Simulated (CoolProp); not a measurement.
Dry air at 233.08 K and 0.117 MPa is throttled through a valve to 0.0784 MPa with no heat exchange. Each further row changes one setting.

The numbers come from the reference Helmholtz-energy equation of state, Lemmon 2000 in CoolProp. It is a pseudo-pure fit of the blend.

```tsv
case	temperature change (K)	final density (kg/m³)
as stated	-0.1	1.17
outlet pressure 0.0235 MPa	-0.3	0.352
outlet pressure 0.102 MPa	-0.1	1.53
```
